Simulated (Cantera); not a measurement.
Input: 1 mol HMDSO, 0.5 mol N2O, 53 mol N2, 0.19 mol CO2, held at 52.0 mbar.

Cantera equilibrium calculation (NASA polynomials, part measured and part estimated; ideal gas, pure solids and liquids). Candidate condensed phases: C, C6H6, C7H8, C8H18, H2O, Si, SiC, SiO2, Si2N2O, Si3N4; 151 gas species. The feed counts by its element totals alone. The tables' values for SiN are old estimates; treat these amounts as uncertain. Kinetics and transport are ignored.

log p: log10 of the partial pressure in bar; n: condensed amount in mol.

| T (°C) | log p N2 | log p H2 | log p CO | log p HCN | log p H | log p HNC | log p SiO | n C(graphite) | n SiC(s) |
|---|---|---|---|---|---|---|---|---|---|
| 1350 | -1.36 | -2.14 | -2.82 | -4.38 | (withheld) | -5.99 | -5.32 | 2.27 | 1.99 |
| 1400 | -1.36 | -2.14 | -2.82 | -4.25 | (withheld) | -5.81 | -5.25 | 2.25 | 1.99 |
| 1450 | -1.36 | -2.14 | -2.82 | -4.14 | (withheld) | -5.63 | -5.18 | 2.23 | 1.99 |
| 1500 | -1.36 | -2.14 | -2.82 | -4.02 | (withheld) | -5.47 | -5.11 | 2.21 | 1.99 |
| 1550 | -1.37 | -2.14 | -2.82 | -3.92 | (withheld) | -5.32 | -5.05 | 2.17 | 1.99 |
| 1600 | -1.37 | -2.15 | -2.82 | -3.82 | (withheld) | -5.17 | -4.99 | 2.13 | 1.99 |
| 1650 | -1.37 | -2.15 | -2.82 | -3.72 | (withheld) | -5.03 | -4.93 | 2.09 | 1.98 |
| 1700 | -1.37 | -2.15 | -2.82 | -3.64 | (withheld) | -4.90 | -4.88 | 2.03 | 1.98 |
| 1750 | -1.37 | -2.15 | -2.82 | -3.55 | (withheld) | -4.78 | -4.83 | 1.97 | 1.98 |
| 1800 | -1.37 | -2.16 | -2.82 | -3.47 | (withheld) | -4.66 | -4.78 | 1.89 | 1.97 |
| 1850 | -1.37 | -2.16 | -2.83 | -3.40 | (withheld) | -4.55 | -4.74 | 1.81 | 1.95 |

Problem. Some entries are withheld; supply them.

Solution. 
- 1350, log p H: -5.23
- 1400, log p H: -5.01
- 1450, log p H: -4.81
- 1500, log p H: -4.62
- 1550, log p H: -4.44
- 1600, log p H: -4.26
- 1650, log p H: -4.10
- 1700, log p H: -3.94
- 1750, log p H: -3.80
- 1800, log p H: -3.66
- 1850, log p H: -3.53
